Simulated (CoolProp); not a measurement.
Carbon dioxide at 293.15 K and 8.83 MPa flows at 0.14 m/s in a round tube of 12.7 mm bore and 15 µm roughness, fully developed (64/Re and Nu = 3.66 if laminar; Colebrook and Gnielinski if turbulent). Each further row changes one setting.

Values from CoolProp's reference Helmholtz-energy equation of state, Span 1996.

```csv
case,Reynolds number,Darcy friction factor,pressure drop (Pa/m),heat-transfer coefficient (W/(m² K)),mass flow (kg/h)
as stated,18900,0.0286,18.6,703,53.7
velocity 0.28 m/s,37700,0.0255,66.1,1310,107
diameter 25.4 mm,37700,0.0240,7.77,625,215
```

Viscosity comes from a separate model (Laesecke 2017). Thermal conductivity comes from a separate model (Huber 2016).
